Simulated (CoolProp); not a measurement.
The fluid at 295 K and 1.33 MPa is throttled through a valve to 0.817 MPa with no heat exchange. The same conditions are run with several fluids, on thermodynamics alone (safety and materials aside).

Values from CoolProp's reference Helmholtz-energy equation of state of each fluid (fluorine: de Reuck 1990; R13: Platzer 1990; carbon monoxide: Lemmon 2006; ethane: Bücker 2006; hydrogen chloride: Thol 2018). The equations of Platzer and Polt are older, rougher fits.

```
fluid              temperature change (K)  final density (kg/m³)
-----------------  ----------------------  ---------------------
fluorine                             -1.0                   12.7
R13                                  -6.7                   39.1
carbon monoxide                         ?                   9.40
ethane                               -6.4                      ?
hydrogen chloride                    -8.3                      ?
```

Task: Fill in the missing entries.

Result: 
- carbon monoxide, temperature change (K): -1.3
- ethane, final density (kg/m³): 11.0
- hydrogen chloride, final density (kg/m³): 13.3
